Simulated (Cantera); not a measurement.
Standard-state values (1 bar) from the NASA 1993 polynomials, evaluated with Cantera. Values are per mole of reaction as written; species without (g) are pure solids or liquids, kept so even where they would boil at 1 bar.

Problem. Between 1648 and 2148 K, where is each reaction favourable under standard conditions?
- Sr(OH)2 + F2(g) ⇌ SrO + 2 HF(g) + O(g)

Solution. 
- Sr(OH)2 + F2(g) ⇌ SrO + 2 HF(g) + O(g): ΔG° is -306 kJ at 1648 K and -398 kJ at 2148 K; it stays negative (K > 1). ΔH° is -16 kJ and ΔS° 178 J/K at 2148 K.
